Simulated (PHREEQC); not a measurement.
Dissolve 0.51 mol/kgw Na2CO3 and 0.022 mol/kgw NaHCO3 at 25 °C. Closed to the air; pH follows from the charge balance.

Equilibrium calculation in PHREEQC: Pitzer model, pitzer.dat.

Precipitation was switched off in this run.

Q: Estimate the pH, ionic strength.

A: pH 10.96; ionic strength 1.55 mol/kgw.

Q: In which forms is C present?

A: CO3-2 96 %, HCO3- 4.4 % of the C.

Complexes and solids missing from the database can't appear. In brines, pH and single-ion activities rest on the MacInnes convention.
